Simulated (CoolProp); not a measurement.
R245ca along the isobar 4.13 MPa: Z from the reference equation and from simpler models built on Tc = 174.4 °C, pc = 3.941 MPa, ω = 0.355; each cubic takes its own stable root.

Values from CoolProp's reference Helmholtz-energy equation of state, Zhou 2016.

```tsv
T (°C)	phase	reference
-52.45	liquid	0.1916
-41.95	liquid	0.1857
-31.55	liquid	0.1804
-21.15	liquid	0.1756
-10.65	liquid	0.1713
-0.25	liquid	0.1675
10.15	liquid	0.1641
20.65	liquid	0.1610
31.05	liquid	0.1583
41.45	liquid	0.1560
51.95	liquid	0.1540
62.35	liquid	0.1523
72.75	liquid	0.1511
83.15	liquid	0.1501
```

How far does each simpler model (Redlich-Kwong, Soave-Redlich-Kwong, Peng-Robinson) lie from the reference over these 14 states: mean and median of the absolute difference, and the worst?


- Redlich-Kwong: mean 13.2 %, median 12.8 %, worst +15.3 % at 83.15 °C and 4.13 MPa
- Soave-Redlich-Kwong: mean 8.4 %, median 8.3 %, worst +9.6 % at -52.45 °C and 4.13 MPa
- Peng-Robinson: mean 3.8 %, median 4.0 %, worst -4.4 % at 31.05 °C and 4.13 MPa
